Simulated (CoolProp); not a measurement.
Isopentane along the isobar 526 kPa: density (kg/m³) from the reference equation and from simpler models built on Tc = 460.3 K, pc = 3378 kPa, ω = 0.227; each cubic takes its own stable root.

Computed with CoolProp (reference Helmholtz-energy equation of state, Lemmon 2006). It is a short technical equation, of lower accuracy than the large ones.

```tsv
T (K)	phase	reference
186.2	liquid	720.0
214.7	liquid	694.4
243.2	liquid	668.4
271.7	liquid	641.7
300.2	liquid	613.5
328.7	liquid	583.1
357.2	liquid	548.9
385.7	gas	13.22
414.2	gas	11.99
442.7	gas	11.01
```

### Question
How far does each simpler model (van der Waals, Redlich-Kwong) lie from the reference over these 10 states: mean and median of the absolute difference, and the worst?

### Answer
- van der Waals: mean 39.4 %, median 38.4 %, worst -97.4 % at 357.2 K and 526 kPa
- Redlich-Kwong: mean 15.6 %, median 9.0 %, worst -97.4 % at 357.2 K and 526 kPa

At some of these states van der Waals, Redlich-Kwong gives the other phase, because its saturation line lies elsewhere.
